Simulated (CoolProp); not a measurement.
Saturated liquid density (kg/m³) of c-C4F8 (RC318): the reference equation beside estimates from Tc = 115.2 °C, pc = 27.78 bar, ω = 0.355. Rackett uses Z = 0.29056 − 0.08775 ω.

The numbers come from the reference Helmholtz-energy equation of state, Platzer 1990 in CoolProp. This equation is an older, rougher fit; its heat capacities, sound speeds and derivatives of the liquid may be far off and weren't checked against measurements.

```
T (°C)  reference  Rackett  van der Waals  Redlich-Kwong  Soave-Redlich-Kwong  Peng-Robinson
------  ---------  -------  -------------  -------------  -------------------  -------------
20.55        1516     1634          931.1           1333                 1419           1609
24.15        1502     1618          922.1           1317                 1403           1591
27.85        1487     1601          912.7           1300                 1386           1572
31.55        1471     1584          903.0           1282                 1369           1553
35.25        1456     1566          893.0           1264                 1351           1533
38.85        1440     1549          883.2           1247                 1333           1513
42.55        1424     1530          872.7           1228                 1314           1491
46.25        1407     1512          862.0           1208                 1294           1469
49.95        1390     1492          851.0           1189                 1274           1446
53.65        1372     1472          839.6           1168                 1252           1422
57.25        1354     1452          828.2           1148                 1231           1397
60.95        1335     1431          816.1           1126                 1208           1371
64.65        1316     1410          803.6           1103                 1184           1343
68.35        1295     1387          790.6           1080                 1159           1315
```

Absolute difference from the reference over all 14 rows, mean and median: Rackett 7.4 and 7.5 %, van der Waals 38.7 and 38.7 %, Redlich-Kwong 14.1 and 14.0 %, Soave-Redlich-Kwong 8.1 and 7.9 %, Peng-Robinson 4.3 and 4.6 %.
